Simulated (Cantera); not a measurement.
Feed: 1 mol FeS₂, 0.16 mol SO₂, 0.27 mol CO₂, at 1 atm.

Method: chemical equilibrium by Gibbs-energy minimisation in Cantera with the NASA 1993 tables (ideal gas, pure condensed phases). Candidate condensed phases: C, Fe, Fe(CO)₅, FeO, FeS, FeSO₄, FeS₂, Fe₂O₃, Fe₂(SO₄)₃, Fe₃O₄, S; 25 gas species. FeS: taken at fixed stoichiometry. Rates play no part. All values below are at 1325 K.

Base state: S₂ 0.518, CO₂ 0.263, SO₂ 0.178, CO 0.0219, S₂O 0.0134, COS 0.00485, SO 0.000848, CS₂ 2.13e-5 (mole fractions); condensed: FeS(s).

What changes in the equilibrium state with this change: pressure from 1 atm to 7.50 Torr?


| species | before | after |
|---|---|---|
| S₂ | 0.518 | 0.511 |
| CO₂ | 0.263 | 0.228 |
| SO₂ | 0.178 | 0.195 |
| CO | 0.0219 | 0.0572 |
| S₂O | 0.0134 | 0.00440 |
| CS₂ | 2.13e-5 | 1.64e-6 |
| S | 2.92e-6 | 2.92e-5 |
| FeS(s), mol | 1.00 | 1.00 |

What changes in the equilibrium state with this change: SO₂ from 0.16 to 0.74 mol?


```tsv
species	before	after
SO₂	0.178	0.487
S₂	0.518	0.317
CO₂	0.263	0.170
CO	0.0219	0.00756
S₂O	0.0134	0.0154
CS₂	2.13e-5	2.41e-6
COS	0.00485	0.00131
SO	0.000848	0.00124
FeS(s), mol	1.00	1.00
```
